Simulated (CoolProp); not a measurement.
Nitrous oxide at several states: Z from the reference equation and from simpler models built on Tc = 309.5 K, pc = 7.245 MPa, ω = 0.161; each cubic takes its own stable root.

Values from CoolProp's reference Helmholtz-energy equation of state, Lemmon 2006. It is a short technical equation, of lower accuracy than the large ones.

```csv
T (K),p (MPa),phase,reference,Soave-Redlich-Kwong,Peng-Robinson
367.7,5.32,gas,0.8461,0.8527,0.8320
330.5,1.55,gas,0.9379,0.9390,0.9315
314.1,12.7,supercritical,0.2848,0.3297,0.2979
199.3,8.09,liquid,0.1792,0.1921,0.1702
```
